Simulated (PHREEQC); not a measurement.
Solution (65 °C): 0.041 mol NH4HF2, 7.5e-05 mol H2SiF6, 0.0108 mol HBF4 and 0.14 mol H2SO4 per kg of water. Closed to the air; pH follows from the charge balance.

Equilibrium calculation in PHREEQC: ion-association model, phreeqc.dat.

- pH = 1.01
- ionic strength = 0.177 mol/kgw
- activity of water = 0.993
- density = 0.990 g/cm³
- total alkalinity = -365 meq/kg

```tsv
species	molality	activity	log γ
HSO4-	0.126	0.0922	-0.134
H+	0.125	0.0986	-0.102
HF	0.0815	0.0849	0.018
NH4+	0.0393	0.0265	-0.172
SO4-2	0.0127	0.00357	-0.552
BF4-	0.0107	0.00784	-0.134
NH4SO4-	0.00166	0.00122	-0.134
F-	0.000379	0.000265	-0.155
HF2-	0.000135	9.89e-5	-0.134
BF3OH-	0.000104	7.66e-5	-0.134
SiF6-2	7.50e-5	2.14e-5	-0.545
H3BO3	1.18e-5	1.23e-5	0.018
```

Precipitation was switched off in this run. At this temperature some constants are extrapolated from 25 °C, and those without enthalpy data are left unchanged. SiF6-2 is the database's only silicon fluoride. Real BF4- forms and hydrolyses slowly; the run takes it at equilibrium.
